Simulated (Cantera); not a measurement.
# Hydrocarbon pyrolysis for carbon deposition

A perfectly stirred reactor is fed with C2H6 : H2 = 0.18 : 13 (molar parts), at 10.00 Torr; it is held at 1650 K, and followed from long to short residence time.

Model: GRI-Mech 3.0 (53 species, 325 reactions), integrated in Cantera. GRI-Mech 3.0 stops at C3 and has no aromatics, soot or wall deposition, so with more carbon than oxygen in the feed, carbon stays in small species such as C2H2 where larger ones or solid carbon would form. Radical loss at walls, strong at low pressure, is not modelled.

| τ (s) | x C2H6 | x H2 | x CH4 | x C2H | x C2H4 | x C2H2 |
|---|---|---|---|---|---|---|
| 4.1 | 1.96e-6 | 0.982 | 0.00721 | 4.19e-8 | 2.31e-5 | 0.00968 |
| 1.4 | 5.05e-6 | 0.981 | 0.00927 | 4.31e-8 | 3.99e-5 | 0.00862 |
| 0.49 | 1.24e-5 | 0.980 | 0.0112 | 4.51e-8 | 7.51e-5 | 0.00761 |
| 0.17 | 3.05e-5 | 0.978 | 0.0128 | 4.68e-8 | 0.000150 | 0.00664 |
| 0.058 | 7.71e-5 | 0.977 | 0.0142 | 4.69e-8 | 0.000314 | 0.00570 |
| 0.020 | 0.000199 | 0.977 | 0.0150 | 4.39e-8 | 0.000669 | 0.00476 |
| 0.0069 | 0.000528 | 0.976 | 0.0151 | 3.58e-8 | 0.00137 | 0.00362 |
x: mole fraction; the columns are a selection and need not sum to one.
